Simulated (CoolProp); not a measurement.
The numbers come from the reference Helmholtz-energy equation of state, Lemmon 2006 in CoolProp. It is a short technical equation, of lower accuracy than the large ones.

### Question
For neopentane, give the phase and the density (kg/m³), cp (kJ/(kg K)), speed of sound (m/s), Joule-Thomson coefficient (K/MPa) at 518.8 K and 36.7 bar; 550 K and 36.7 bar.

### Answer
- 518.8 K and 36.7 bar: supercritical; density 80.4, cp 2.98, speed of sound 198, Joule-Thomson coefficient 5.83
- 550 K and 36.7 bar: supercritical; density 70.9, cp 3.01, speed of sound 217, Joule-Thomson coefficient 4.55
